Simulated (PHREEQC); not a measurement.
Consider water at 25 °C with 72 mmol/kgw HF and 0.052 mmol/kgw (NH4)2SiF6. Closed to the air; pH follows from the charge balance.

Equilibrium calculation in PHREEQC: ion-association model, wateq4f.dat.

Each row changes one thing in this solution. This is a speciation only: nothing precipitates in the calculation.

```json
[
 {"case": "as made", "pH": "2.19", "ionic strength (mol/kgw)": "0.00707", "HF (mol/kgw)": "0.0506", "H2F2 (mol/kgw)": "0.00668", "F- (mol/kgw)": "0.00579", "HF2- (mol/kgw)": "0.00113"},
 {"case": "HF replaced by NH4F at the same molality", "pH": "5.84", "ionic strength (mol/kgw)": "0.0721", "HF (mol/kgw)": "0.000121", "H2F2 (mol/kgw)": "3.90e-8", "F- (mol/kgw)": "0.0720", "HF2- (mol/kgw)": "3.41e-5"},
 {"case": "(NH4)2SiF6 left out", "pH": "2.19", "ionic strength (mol/kgw)": "0.00691", "HF (mol/kgw)": "0.0506", "H2F2 (mol/kgw)": "0.00668", "F- (mol/kgw)": "0.00578", "HF2- (mol/kgw)": "0.00112"},
 {"case": "(NH4)2SiF6 replaced by AgF at the same molality", "pH": "2.20", "ionic strength (mol/kgw)": "0.00694", "HF (mol/kgw)": "0.0506", "H2F2 (mol/kgw)": "0.00669", "F- (mol/kgw)": "0.00581", "HF2- (mol/kgw)": "0.00113"}
]
```

wateq4f.dat counts part of the HF as a dimer, H2F2, which phreeqc.dat doesn't know; its constant is uncertain. SiF6-2 is the database's only silicon fluoride.
